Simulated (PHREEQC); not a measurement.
A PHREEQC speciation (ion-association model, phreeqc.dat) at 30 °C gives pH 2.78 and these molalities:

```
species     mol/kgw
----------  -------
MgSO4         0.186
Mg+2          0.114
SO4-2         0.112
HSO4-       0.00583
H+          0.00217
ZnSO4       0.00150
Zn+2        0.00133
Zn(SO4)2-2  0.00108
```

Problem. What are the element totals, and what could have been dissolved in 1 kg of water to give them?

Solution. This is not unique; one that fits is totals Mg 0.300, S(6) 0.308, Zn 0.00390 mol/kgw, from 0.004 mol H2SO4, 0.0039 mol ZnSO4 and 0.3 mol MgSO4 per kg of water.

No solid was allowed to form. Complexes and solids missing from the database can't appear.
